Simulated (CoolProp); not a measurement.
Vapour pressure (bar) of isobutene: the reference equation beside estimates from Tc = 418.1 K, pc = 40.16 bar, ω = 0.193.

The numbers come from the reference Helmholtz-energy equation of state, Lemmon 2005 in CoolProp. It is a short technical equation, of lower accuracy than the large ones.

```json
[
 {"T (K)": "242.2", "reference": "0.3563", "Lee-Kesler": "0.3491", "van der Waals": "2.840", "Peng-Robinson": "0.3625"},
 {"T (K)": "249.8", "reference": "0.5091", "Lee-Kesler": "___", "van der Waals": "3.405", "Peng-Robinson": "0.5152"},
 {"T (K)": "257.5", "reference": "0.7129", "Lee-Kesler": "0.7041", "van der Waals": "4.050", "Peng-Robinson": "0.7184"},
 {"T (K)": "265.1", "reference": "0.9724", "Lee-Kesler": "0.9639", "van der Waals": "4.764", "Peng-Robinson": "___"},
 {"T (K)": "272.8", "reference": "1.305", "Lee-Kesler": "1.298", "van der Waals": "5.569", "Peng-Robinson": "___"},
 {"T (K)": "280.4", "reference": "1.714", "Lee-Kesler": "1.710", "van der Waals": "6.447", "Peng-Robinson": "1.714"},
 {"T (K)": "288", "reference": "2.215", "Lee-Kesler": "2.216", "van der Waals": "___", "Peng-Robinson": "2.212"},
 {"T (K)": "295.7", "reference": "___", "Lee-Kesler": "2.836", "van der Waals": "___", "Peng-Robinson": "2.824"},
 {"T (K)": "303.3", "reference": "3.554", "Lee-Kesler": "3.568", "van der Waals": "___", "Peng-Robinson": "3.546"},
 {"T (K)": "310.9", "reference": "4.411", "Lee-Kesler": "4.433", "van der Waals": "10.88", "Peng-Robinson": "4.401"},
 {"T (K)": "318.6", "reference": "5.427", "Lee-Kesler": "5.459", "van der Waals": "12.25", "Peng-Robinson": "___"},
 {"T (K)": "326.2", "reference": "6.592", "Lee-Kesler": "6.633", "van der Waals": "13.70", "Peng-Robinson": "6.584"}
]
```

### Question
What belongs in the gaps?

### Answer

- 249.8, Lee-Kesler: 0.5008
- 265.1, Peng-Robinson: 0.9766
- 272.8, Peng-Robinson: 1.308
- 288, van der Waals: 7.413
- 295.7, reference: 2.829
- 295.7, van der Waals: 8.483
- 303.3, van der Waals: 9.634
- 318.6, Peng-Robinson: 5.417

Absolute difference from the reference over all 12 rows, mean and median: Lee-Kesler 0.7 and 0.6 %, van der Waals 309.4 and 255.4 %, Peng-Robinson 0.5 and 0.2 %.
